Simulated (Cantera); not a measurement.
Input: 1 mol Si3N4, 4.4 mol HCl, 0.67 mol N2, held at 1948.15 K and 3.10 Pa.

Method: chemical equilibrium by Gibbs-energy minimisation in Cantera with the NASA 1993 tables (ideal gas, pure condensed phases). The tables' values for SiCl, SiN, SiCl3 are old estimates; treat these amounts as uncertain. Equilibrium is a limit: real reactors are often held back by kinetics, nucleation or transport.

| species | before | after |
|---|---|---|
| N2 | 0.280 | 0.272 |
| H2 | 0.120 | 0.244 |
| HCl | 0.150 | 0.241 |
| Si | 0.182 | 2.27e-6 |
| SiCl2 | 0.115 | 0.236 |
| SiCl | 0.0167 | 1.86e-5 |
| Cl | 0.0656 | 0.000174 |
| H | 0.0705 | 0.000212 |
| Si2 | 0.000401 | <1e-9 |
| Si3 | 2.14e-5 | <1e-9 |
| SiN | 0.000158 | 1.72e-8 |
| SiCl4 | 6.32e-8 | 0.000466 |
| Si2N | 5.28e-5 | 7.46e-9 |
| SiH | 0.000270 | 3.99e-8 |
| Si3N4(s), mol | 0 | 0.515 |
Gas species are given as mole fractions.

**Question.** Which change was made?
(A) pressure from 3.10 Pa to 1.33 mbar
(B) temperature from 1948.15 K to 2025 K
(C) pressure from 3.10 Pa to 0.100 bar
(D) temperature from 1948.15 K to 1350 K

**Answer.** D, temperature from 1948.15 K to 1350 K. The tables' values for SiCl3, SiCl are old estimates; treat these amounts as uncertain
